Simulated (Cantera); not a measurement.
An isothermal, constant-pressure homogeneous reactor starts with C2H6 : N2 = 1 : 160 (molar parts), at 1150 K and 10.00 Torr. Integrator tolerance rtol = 1e-08.

Computed with Cantera and GRI-Mech 3.0 (53 species, 325 reactions). GRI-Mech 3.0 stops at C3 and has no aromatics, soot or wall deposition, so with more carbon than oxygen in the feed, carbon stays in small species such as C2H2 where larger ones or solid carbon would form. Radical loss at walls, strong at low pressure, is not modelled.

Task: What does this change do: N2 160 to 38 parts?

Result: 
```tsv
quantity	before	after
x(C2H6) at 30.0 s	5.09e-7 (gas-phase equilibrium 1.99e-10)	2.12e-6 (gas-phase equilibrium 2.59e-8)
x(CH4) at 30.0 s	0.000784 (gas-phase equilibrium 6.58e-5)	0.00406 (gas-phase equilibrium 0.00147)
x(CH2) at 30.0 s	3.01e-12 (gas-phase equilibrium <1e-12)	1.36e-12 (gas-phase equilibrium <1e-12)
x(C2H) at 30.0 s	8.47e-12 (gas-phase equilibrium <1e-12)	8.87e-12 (gas-phase equilibrium 2.87e-12)
x(C2H2) at 30.0 s	0.00356 (gas-phase equilibrium 0.000980)	0.0126 (gas-phase equilibrium 0.00875)
x(HCN) at 30.0 s	4.99e-9 (gas-phase equilibrium 0.0102)	9.05e-10 (gas-phase equilibrium 0.0296)
x(C2H4) at 30.0 s	0.00220 (gas-phase equilibrium 4.32e-6)	0.0101 (gas-phase equilibrium 0.000148)
```
